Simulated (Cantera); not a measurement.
An adiabatic, constant-pressure homogeneous reactor starts with H2 : O2 : N2 = 1 : 1.11 : 4.18 (molar parts), at 1523 K and 9.70 bar. Integrator tolerance rtol = 1e-08.

Cantera simulation using the H2/O2 subset of GRI-Mech 3.0, which has no nitrogen chemistry; the numbers are that mechanism's predictions, not measurements. The hydrogen kinetics of GRI-Mech 3.0 are dated; newer H2 mechanisms differ, most at raised pressure.

Task: How do the results move with these cheaper or finer settings: full GRI-Mech 3.0 in place of its H2/O2 subset?

Result: 
```csv
setting,time of steepest temperature rise,temperature at 8.00 s,equilibrium temperature,x(H2) at 8.00 s,integrator steps
as above,1.53 µs,2563 K,2563 K,0.00134,963
full GRI-Mech 3.0 in place of its H2/O2 subset,1.53 µs,2535 K,2535 K,0.00123,1176
```
